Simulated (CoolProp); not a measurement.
Vapour-liquid equilibrium of methanol (1) + acetone (2) at 446.6 K; x and y are mole fractions of (1).

The numbers come from the multi-fluid Helmholtz-energy mixture model, de Reuck 1993 and Lemmon 2006; pair parameters Bell 2016 in CoolProp.

```
x     bubble pressure, mixture model (MPa)  bubble pressure, Raoult's law (MPa)  y, mixture model  y, Raoult's law
----  ------------------------------------  -----------------------------------  ----------------  ---------------
0.05                                 1.829                                1.797             0.070            0.066
0.2                                  1.996                                1.887             0.255            0.251
0.35                                 2.134                                1.977             0.411            0.419
0.5                                  2.242                                2.067             0.550            0.573
0.65                                 2.320                                2.157             0.680            0.713
0.8                                  2.365                                2.247             0.809            0.843
0.95                                 2.374                                2.337             0.949            0.962
```

The largest gap from Raoult's law is +8.5 % in bubble pressure, at x = 0.5. y crosses x between x = 0.8 and 0.95: the model has an azeotrope there.

Pair parameters are fitted to limited data, so mixtures are less certain than the pure fluids.
